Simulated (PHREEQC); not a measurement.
A solution holds 0.0053 mol/kgw NaCl and 0.017 mol/kgw NaHCO3, at 25 °C and 10 atm. Closed to the air; pH follows from the charge balance.

Model: Pitzer model, pitzer.dat, run in PHREEQC.

Each row changes one thing in this solution. No solid was allowed to form.

```json
[
 {"case": "as made", "pH": "8.19", "ionic strength (mol/kgw)": "0.0225", "CO2 (mol/kgw)": "0.000223", "CO3-2 (mol/kgw)": "0.000221", "SI of Halite (NaCl)": "-5.62"},
 {"case": "NaCl from 0.0053 to 0.0265 mol/kgw", "pH": "___", "ionic strength (mol/kgw)": "0.0437", "CO2 (mol/kgw)": "0.000241", "CO3-2 (mol/kgw)": "0.000239", "SI of Halite (NaCl)": "-4.68"},
 {"case": "NaCl from 0.0053 to 0.053 mol/kgw", "pH": "8.11", "ionic strength (mol/kgw)": "0.0703", "CO2 (mol/kgw)": "0.000254", "CO3-2 (mol/kgw)": "0.000252", "SI of Halite (NaCl)": "___"},
 {"case": "NaCl from 0.0053 to 0.00795 mol/kgw", "pH": "8.18", "ionic strength (mol/kgw)": "0.0252", "CO2 (mol/kgw)": "0.000226", "CO3-2 (mol/kgw)": "0.000224", "SI of Halite (NaCl)": "___"},
 {"case": "temperature from 25 to 15 °C", "pH": "8.27", "ionic strength (mol/kgw)": "0.0225", "CO2 (mol/kgw)": "0.000216", "CO3-2 (mol/kgw)": "0.000215", "SI of Halite (NaCl)": "-5.59"},
 {"case": "temperature from 25 to 60 °C", "pH": "8.05", "ionic strength (mol/kgw)": "0.0225", "CO2 (mol/kgw)": "0.000256", "CO3-2 (mol/kgw)": "0.000244", "SI of Halite (NaCl)": "-5.67"},
 {"case": "NaCl from 0.0053 to 0.00265 mol/kgw", "pH": "8.20", "ionic strength (mol/kgw)": "0.0199", "CO2 (mol/kgw)": "0.000220", "CO3-2 (mol/kgw)": "0.000218", "SI of Halite (NaCl)": "-5.97"}
]
```

**Question.** Complete the blanks.

**Answer.** 
- NaCl from 0.0053 to 0.0265 mol/kgw, pH: 8.15
- NaCl from 0.0053 to 0.053 mol/kgw, SI of Halite (NaCl): -4.21
- NaCl from 0.0053 to 0.00795 mol/kgw, SI of Halite (NaCl): -5.40

Complexes and solids missing from the database can't appear. At this temperature some constants are extrapolated from 25 °C, and those without enthalpy data are left unchanged.
